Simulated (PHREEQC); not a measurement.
**Metal-bearing waste water: an equilibrium model**

Dissolve 0.029 mol CdCl2, 0.25 mol H2SO4 and 0.007 mol NaCl per kg of water at 25 °C. Closed to the air; pH follows from the charge balance.

Computed with PHREEQC (ion-association model, wateq4f.dat).

The pH is 0.65 and the ionic strength comes out as 0.365 mol/kgw. The activity of water is 0.990 and the total alkalinity comes out as -500 meq/kg.

| species | molality | activity | log γ |
|---|---|---|---|
| H+ | 0.287 | 0.223 | -0.111 |
| HSO4- | 0.213 | 0.146 | -0.163 |
| Cl- | 0.0506 | 0.0337 | -0.176 |
| SO4-2 | 0.0291 | 0.00677 | -0.633 |
| CdCl+ | 0.0120 | 0.00877 | -0.136 |
| Cd+2 | 0.00955 | 0.00272 | -0.545 |
| Na+ | 0.00677 | 0.00485 | -0.144 |
| CdSO4 | 0.00489 | 0.00532 | 0.036 |
| Cd(SO4)2-2 | 0.00138 | 0.000395 | -0.545 |
| CdCl2 | 0.00113 | 0.00123 | 0.036 |
| NaSO4- | 0.000232 | 0.000165 | -0.149 |

No solid was allowed to form.
